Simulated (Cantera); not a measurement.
A Cantera script and what it prints.

```python
import numpy as np
import cantera as ct

gas_names = """
    C CH CH2 CH3 CH2OH CH3O CH4 CH3OH CO COS CO2 COOH CS CS2 C2 C2H CHCO,ketyl C2H2,acetylene
    C2H2,vinylidene CH2CO,ketene C2H3,vinyl CH3CO,acetyl C2H4 C2H4O,ethylen CH3CHO,ethanal CH3COOH
    (HCOOH)2 C2H5 C2H6 CH3OCH3 C2H5OH C2O C3 C3H3,propargyl C3H4,allene C3H4,propyne C3H4,cyclo-
    C3H5,allyl C3H6,propylene C3H6,cyclo- C3H6O C3H7,n-propyl C3H7,i-propyl C3H8 C3H8O,1propanol
    C3H8O,2propanol C3O2 C4 C4H2 C4H4,1,3-cyclo- C4H6,butadiene C4H6,2-butyne C4H6,cyclo- C4H8,1-butene
    C4H8,cis2-buten C4H8,tr2-butene C4H8,isobutene C4H8,cyclo- (CH3COOH)2 C4H9,n-butyl C4H9,i-butyl
    C4H9,s-butyl C4H9,t-butyl C4H10,isobutane C4H10,n-butane C5 C5H6,1,3cyclo- C5H8,cyclo-
    C5H10,1-pentene C5H10,cyclo- C5H11,pentyl C5H11,t-pentyl C5H12,n-pentane C5H12,i-pentane
    CH3C(CH3)2CH3 C6H2 C6H5,phenyl C6H5O,phenoxy C6H6 C6H5OH,phenol C6H10,cyclo- C6H12,1-hexene
    C6H12,cyclo- C6H13,n-hexyl C7H7,benzyl C7H8 C7H8O,cresol C7H14,1-heptene C7H15,n-heptyl
    C7H16,n-heptane C8H8,styrene C8H10,ethylbenz C8H16,1-octene C8H17,n-octyl C8H18,isooctane
    C8H18,n-octane C9H19,n-nonyl C10H8,naphthale C10H21,n-decyl C12H9,o-bipheny C12H10,bipheny H HCO HO2
    H2 HCHO,formaldehy HCOOH H2O H2O2 H2S H2SO4 Mg MgH MgO MgOH MgO2H2 MgS Mg2 O OH O2 O3 S SH SO SO2
    SO3 S2 S2O S8
""".split()
cond_names = """
    C(gr) C6H6(L) C7H8(L) C8H18(L),n-octa H2O(s) H2O(L) H2SO4(L) Mg(cr) Mg(L) MgCO3(s) MgO(s) MgO(L)
    MgO2H2(s) MgS(s) MgSO4(s) MgSO4(L) S(cr1) S(cr2) S(L)
""".split()


def load(file, names, dense=False):
    # The tables refer to 1 bar. Condensed volumes are neglected.
    table = {s.name: s for s in ct.Species.list_from_file(file)}
    out = []
    for n in names:
        d = dict(table[n].input_data)
        d["thermo"] = dict(d["thermo"], **{"reference-pressure": 1e5})
        if dense:
            d["equation-of-state"] = {"model": "constant-volume", "density": "1e6 g/cm^3"}
        out.append(ct.Species.from_dict(d))
    return out


gas = ct.Solution(thermo="ideal-gas", species=load("nasa_gas.yaml", gas_names))
cond = {s.name: ct.Solution(thermo="fixed-stoichiometry", species=[s], name=s.name)
        for s in load("nasa_condensed.yaml", cond_names, dense=True)}
atoms = {
    'MgCO3': {'Mg': 1, 'C': 1, 'O': 3},
    'H2S': {'H': 2, 'S': 1},
    'H2O': {'H': 2, 'O': 1},
    'SO2': {'S': 1, 'O': 2},
}
top_T = {'C(gr)': 4500, 'MgS(s)': 2250}  # K; cautious upper limits of use, not melting points


def equilibrate(T, P, feed):
    n = {}
    for name, mol in feed.items():
        for a, k in atoms[name].items():
            n[a] = n.get(a, 0.0) + k * mol
    gas.TPX = T, P, n
    mass = sum(n.values()) * gas.mean_molecular_weight
    gas.equilibrate("TP")
    valid = [c for c in cond.values() if c.min_temp <= T <= top_T.get(c.name, c.max_temp)]
    mix = ct.Mixture([(gas, mass / gas.mean_molecular_weight)] + [(c, 0.0) for c in valid])
    mix.T, mix.P = T, P
    mix.equilibrate("TP", solver="vcs", rtol=1e-11, max_steps=5000)
    return mix


results = []
feed = {'MgCO3': 1, 'H2S': 0.64, 'H2O': 0.15, 'SO2': 0.34}  # mol
T = 1025  # K
P = 1333.22  # Pa
mix = equilibrate(T, P, feed)
results.append((T, P, feed, dict(zip(mix.species_names, mix.species_moles))))
print(gas.report(threshold=0.001))
for i in range(1, mix.n_phases):
    print(f"{mix.phase(i).name:16s} {mix.phase_moles(i):12.5e} mol")
```

It prints:

```
       temperature   1025 K
          pressure   1333.2 Pa
           density   0.0062146 kg/m^3
  mean mol. weight   39.725 kg/kmol
   phase of matter   gas

                          1 kg             1 kmol
                     ---------------   ---------------
          enthalpy       -5.0721e+06       -2.0149e+08  J
   internal energy       -5.2866e+06       -2.1001e+08  J
           entropy            7734.9        3.0727e+05  J/K
    Gibbs function          -1.3e+07       -5.1644e+08  J
 heat capacity c_p            1184.7             47061  J/K
 heat capacity c_v            975.36             38746  J/K

                      mass frac. Y      mole frac. X     chem. pot. / RT
                     ---------------   ---------------   ---------------
                CO         0.0077069           0.01093           -47.469
               COS          0.002578         0.0017049           -57.807
               CO2           0.47337           0.42729           -79.813
                H2        0.00048869         0.0096296           -26.528
               H2O           0.13165           0.29031           -58.872
               H2S          0.040813          0.047579           -36.867
               SO2          0.069628          0.043179           -75.027
                S2           0.27153           0.16822           -20.678
               S2O          0.002155         0.0010685           -53.021
     [ +121 minor]        8.1956e-05        7.9622e-05

C(gr)             0.00000e+00 mol
Mg(L)             0.00000e+00 mol
MgO(s)            1.00000e+00 mol
MgS(s)            0.00000e+00 mol
MgSO4(s)          0.00000e+00 mol
S(L)              0.00000e+00 mol
```

Cantera equilibrium calculation (NASA polynomials, part measured and part estimated; ideal gas, pure solids and liquids). Gases not in the tables: S3 to S7.
